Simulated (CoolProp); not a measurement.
Model: reference Helmholtz-energy equation of state, Lemmon 2016, in CoolProp.

Task: For R365MFC, give the phase and the Z, cv (kJ/(kg K)), Joule-Thomson coefficient (K/MPa), expansivity (1/kK) at 472.6 K and 0.378 MPa.

Result: 
- 472.6 K and 0.378 MPa: gas; Z 0.961, cv 1.23, Joule-Thomson coefficient 7.14, expansivity 2.41
